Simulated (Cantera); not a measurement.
An isothermal, constant-pressure homogeneous reactor starts with H2 : O2 : N2 : H2O = 0.013 : 1 : 0.1 : 0.1 (molar parts), equivalence ratio 0.0065, at 1025 K and 0.00671 atm.

Cantera simulation using the H2/O2 subset of GRI-Mech 3.0, which has no nitrogen chemistry; the numbers are that mechanism's predictions, not measurements. Radical loss at walls, strong at low pressure, is not modelled.

x: mole fraction; the columns are a selection and need not sum to one.

| t (s) | x H2 | x O2 | x O | x OH | x H |
|---|---|---|---|---|---|
| 1.00e-5 | 0.0107 | 0.824 | <1e-12 | <1e-12 | <1e-12 |
| 2.51e-5 | 0.0107 | 0.824 | <1e-12 | <1e-12 | 2.04e-12 |
| 6.31e-5 | 0.0107 | 0.824 | <1e-12 | <1e-12 | 4.78e-12 |
| 0.000159 | 0.0107 | 0.824 | 3.41e-12 | 3.49e-12 | 1.03e-11 |
| 0.000399 | 0.0107 | 0.824 | 1.71e-11 | 1.60e-11 | 1.95e-11 |
| 0.00100 | 0.0107 | 0.824 | 7.67e-11 | 6.23e-11 | 3.69e-11 |
| 0.00252 | 0.0107 | 0.824 | 3.98e-10 | 2.68e-10 | 1.07e-10 |
| 0.00632 | 0.0107 | 0.824 | ? | 2.90e-9 | 1.01e-9 |
| 0.0159 | 0.0107 | 0.824 | ? | 6.62e-7 | 2.28e-7 |
| 0.0399 | 0.00136 | 0.818 | ? | 0.00127 | 0.00163 |
| 0.100 | 0.000205 | 0.820 | ? | 0.000764 | 0.000512 |
| 0.252 | 5.59e-5 | 0.823 | ? | 0.000397 | 7.30e-5 |
| 0.634 | 1.09e-5 | 0.823 | ? | 0.000177 | 6.53e-6 |
| 1.59 | 2.09e-6 | 0.823 | ? | 7.94e-5 | 5.81e-7 |
| 4.00 | 4.67e-7 | 0.823 | ? | 3.84e-5 | 6.53e-8 |

Complete the blanks.


- 0.00632, x O: 4.79e-9
- 0.0159, x O: 1.11e-6
- 0.0399, x O: 0.00501
- 0.100, x O: 0.00271
- 0.252, x O: 0.000745
- 0.634, x O: 0.000149
- 1.59, x O: 2.97e-5
- 4.00, x O: 6.91e-6
